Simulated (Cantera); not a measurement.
An adiabatic, constant-volume homogeneous reactor starts with H₂ : O₂ : N₂ = 1 : 0.455 : 1.71 (molar parts), equivalence ratio 1.1, at 1475 K and 760 Torr.

Computed with Cantera and GRI-Mech 3.0 (53 species, 325 reactions). Above 3000 K some thermodynamic fits are extrapolated.

**Question.** Predict: time of steepest temperature rise; temperature at 0.200 s; equilibrium temperature; x(H₂) at 0.200 s; x(O₂) at 0.200 s; x(H₂O₂) at 0.200 s; x(H) at 0.200 s; x(N₂O) at 0.200 s; x(H₂O) at 0.200 s; x(HO₂) at 0.200 s.

**Answer.** 
| Quantity | Value |
|---|---|
| time of steepest temperature rise | 13.9 µs |
| temperature at 0.200 s | 2999 K |
| equilibrium temperature | 2999 K |
| x(H₂) at 0.200 s | 0.0740 (gas-phase equilibrium 0.0740) |
| x(O₂) at 0.200 s | 0.0114 (gas-phase equilibrium 0.0114) |
| x(H₂O₂) at 0.200 s | 6.10e-7 (gas-phase equilibrium 6.10e-7) |
| x(H) at 0.200 s | 0.0315 (gas-phase equilibrium 0.0315) |
| x(N₂O) at 0.200 s | 6.47e-7 (gas-phase equilibrium 6.47e-7) |
| x(H₂O) at 0.200 s | 0.241 (gas-phase equilibrium 0.241) |
| x(HO₂) at 0.200 s | 8.65e-6 (gas-phase equilibrium 8.65e-6) |
